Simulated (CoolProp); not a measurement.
Computed with CoolProp (reference Helmholtz-energy equation of state, Wagner 2002).

For water, give the phase and the density (kg/m³), isothermal compressibility (1/MPa), expansivity (1/kK), viscosity (µPa s) at 609.25 °C and 250 bar.


- 609.25 °C and 250 bar: supercritical; density 69.5, isothermal compressibility 0.0454, expansivity 1.83, viscosity 34.9

Viscosity comes from a separate model (Huber 2009).
